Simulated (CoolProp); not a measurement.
Values from CoolProp's reference Helmholtz-energy equation of state, Zhou 2012.

Task: For p-xylene, give the phase and the Z, isothermal compressibility (1/MPa), expansivity (1/kK), conductivity (mW/(m K)) at 485.3 K and 589 kPa; 485.3 K and 1290 kPa; 485.3 K and 1410 kPa.

Result: 
- 485.3 K and 589 kPa: liquid; Z 0.0230, isothermal compressibility 0.00510, expansivity 1.87, conductivity 87.1
- 485.3 K and 1290 kPa: liquid; Z 0.0503, isothermal compressibility 0.00489, expansivity 1.82, conductivity 87.6
- 485.3 K and 1410 kPa: liquid; Z 0.0549, isothermal compressibility 0.00485, expansivity 1.81, conductivity 87.7

Thermal conductivity comes from a separate model (Mylona 2014).
